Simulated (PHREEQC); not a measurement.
Consider water at 25 °C with 0.00451 mol NaOH, 0.00035 mol CO2 and 0.0042 mol Na2CO3 per kg of water. Closed to the air; pH follows from the charge balance.

The numbers come from PHREEQC with the Pitzer model, pitzer.dat.

Precipitation was switched off in this run.

Question: Predict the pH.

Answer: pH 11.54.

Question: In which forms is C present?

Answer: CO3-2 96 %, HCO3- 3.8 % of the C.

Species that the database lacks are ignored.
